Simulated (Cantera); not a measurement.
A closed system holds: 1 mol Si, 2.7 mol CO₂, 73 mol H₂, at 1325 K and 0.130 bar.

Cantera equilibrium calculation (NASA polynomials, part measured and part estimated; ideal gas, pure solids and liquids). Candidate condensed phases: C, C₆H₆, C₇H₈, C₈H₁₈, H₂O, Si, SiC, SiO₂; 123 gas species. The tables hold silica as quartz up to 1696 K and as liquid above; real silica turns to tridymite and cristobalite and melts near 1996 K. Kinetics and transport are ignored.

Base state: H₂ 0.955, CO 0.0355, H₂O 0.00907, CO₂ 0.000181 (mole fractions); condensed: SiO₂(β-quartz).

Q: What changes in the equilibrium state with this change: temperature from 1325 K to 1798 K?

A: 
```
species                 before     after
--------------------  --------  --------
H₂                       0.955     0.951
CO                      0.0355    0.0355
H₂O                    0.00907    0.0106
SiO                    4.42e-9   0.00146
H                      4.43e-6  0.000952
CO₂                   0.000181  0.000104
SiO₂(β-quartz), mol       1.00         0
SiO₂(condensed), mol         0     0.889
```

Q: What changes in the equilibrium state with this change: Si replaced by Si₃N₄?

A: 
```tsv
species	before	after
H₂	0.955	0.953
CO	0.0355	0.0348
N₂	0	0.0119
H₂O	0.00907	5.56e-5
HCN	0	1.55e-5
CO₂	0.000181	1.09e-6
CH₄	2.78e-6	0.000443
SiO₂(β-quartz), mol	1.00	0.821
Si₂N₂O(s), mol	0	1.09
```
Mutual solubility and eutectic melting of coexisting phases are not modelled. Further candidate phases: Si₂N₂O, Si₃N₄.
